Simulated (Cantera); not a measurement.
**Carbothermic reduction: SiO2 + C + N2**

A closed system holds: 1 mol SiO2, 2.1 mol C, 0.27 mol N2, equilibrated at 1000 Pa.

These are equilibrium values from Cantera (NASA tables, ideal gas, pure condensed phases), not measurements of a reactor. Candidate condensed phases: C, Si, SiC, SiO2, Si2N2O, Si3N4; 34 gas species. Mutual solubility and eutectic melting of coexisting phases are not modelled. The tables' values for SiN are old estimates; treat these amounts as uncertain. The numbers say what is thermodynamically allowed, not how fast it happens.

```json
[
 {"T (°C)": "1450", "log p CO": "-2.14", "log p SiO": "-2.76", "log p N2": "-2.99", "log p Si": "-6.92", "log p Si2C": "-9.08", "log p SiC2": "-10.69", "log p Si2": "-10.15", "log p SiN": "-8.66", "n SiC(s)": "0.526", "n Si2N2O(s)": "0.0483"},
 {"T (°C)": "1500", "log p CO": "-2.17", "log p SiO": "-2.70", "log p N2": "-2.92", "log p Si": "-6.47", "log p Si2C": "-8.51", "log p SiC2": "-10.13", "log p Si2": "-9.52", "log p SiN": "-8.25", "n SiC(s)": "0.550", "n Si2N2O(s)": "0"},
 {"T (°C)": "1550", "log p CO": "-2.17", "log p SiO": "-2.70", "log p N2": "-2.92", "log p Si": "-6.08", "log p Si2C": "-8.00", "log p SiC2": "-9.55", "log p Si2": "-9.00", "log p SiN": "-7.93", "n SiC(s)": "0.550", "n Si2N2O(s)": "0"},
 {"T (°C)": "1600", "log p CO": "-2.17", "log p SiO": "-2.70", "log p N2": "-2.92", "log p Si": "-5.72", "log p Si2C": "-7.53", "log p SiC2": "-9.01", "log p Si2": "-8.51", "log p SiN": "-7.62", "n SiC(s)": "0.550", "n Si2N2O(s)": "0"},
 {"T (°C)": "1650", "log p CO": "-2.17", "log p SiO": "-2.70", "log p N2": "-2.92", "log p Si": "-5.37", "log p Si2C": "-7.08", "log p SiC2": "-8.49", "log p Si2": "-8.04", "log p SiN": "-7.34", "n SiC(s)": "0.549", "n Si2N2O(s)": "0"},
 {"T (°C)": "1700", "log p CO": "-2.17", "log p SiO": "-2.70", "log p N2": "-2.93", "log p Si": "-5.05", "log p Si2C": "-6.66", "log p SiC2": "-8.00", "log p Si2": "-7.60", "log p SiN": "-7.06", "n SiC(s)": "0.549", "n Si2N2O(s)": "0"},
 {"T (°C)": "1750", "log p CO": "-2.17", "log p SiO": "-2.71", "log p N2": "-2.93", "log p Si": "-4.74", "log p Si2C": "-6.26", "log p SiC2": "-7.54", "log p Si2": "-7.19", "log p SiN": "-6.81", "n SiC(s)": "0.548", "n Si2N2O(s)": "0"},
 {"T (°C)": "1800", "log p CO": "-2.17", "log p SiO": "-2.71", "log p N2": "-2.93", "log p Si": "-4.44", "log p Si2C": "-5.87", "log p SiC2": "-7.10", "log p Si2": "-6.79", "log p SiN": "-6.56", "n SiC(s)": "0.545", "n Si2N2O(s)": "0"},
 {"T (°C)": "1850", "log p CO": "-2.17", "log p SiO": "-2.71", "log p N2": "-2.93", "log p Si": "-4.16", "log p Si2C": "-5.51", "log p SiC2": "-6.68", "log p Si2": "-6.42", "log p SiN": "-6.33", "n SiC(s)": "0.541", "n Si2N2O(s)": "0"},
 {"T (°C)": "1900", "log p CO": "-2.17", "log p SiO": "-2.72", "log p N2": "-2.93", "log p Si": "-3.90", "log p Si2C": "-5.17", "log p SiC2": "-6.27", "log p Si2": "-6.06", "log p SiN": "-6.11", "n SiC(s)": "0.532", "n Si2N2O(s)": "0"},
 {"T (°C)": "1950", "log p CO": "-2.17", "log p SiO": "-2.74", "log p N2": "-2.94", "log p Si": "-3.65", "log p Si2C": "-4.85", "log p SiC2": "-5.88", "log p Si2": "-5.74", "log p SiN": "-5.91", "n SiC(s)": "0.518", "n Si2N2O(s)": "0"},
 {"T (°C)": "2000", "log p CO": "-2.17", "log p SiO": "-2.77", "log p N2": "-2.94", "log p Si": "-3.42", "log p Si2C": "-4.54", "log p SiC2": "-5.51", "log p Si2": "-5.43", "log p SiN": "-5.72", "n SiC(s)": "0.492", "n Si2N2O(s)": "0"},
 {"T (°C)": "2050", "log p CO": "-2.17", "log p SiO": "-2.82", "log p N2": "-2.96", "log p Si": "-3.21", "log p Si2C": "-4.27", "log p SiC2": "-5.14", "log p Si2": "-5.17", "log p SiN": "-5.56", "n SiC(s)": "0.449", "n Si2N2O(s)": "0"},
 {"T (°C)": "2100", "log p CO": "-2.18", "log p SiO": "-2.91", "log p N2": "-2.98", "log p Si": "-3.02", "log p Si2C": "-4.02", "log p SiC2": "-4.76", "log p Si2": "-4.95", "log p SiN": "-5.42", "n SiC(s)": "0.381", "n Si2N2O(s)": "0"}
]
```
log p: log10 of the partial pressure in bar; n: condensed amount in mol.

At 1450 °C the condensed part is SiC(s) + Si2N2O(s). From 1500 °C to 2100 °C the condensed part is SiC(s). The main Si-bearing gas is SiO throughout. The share of Si in condensed phases is highest at 1450 °C (62.3 %) and lowest at 2100 °C (38.1 %).
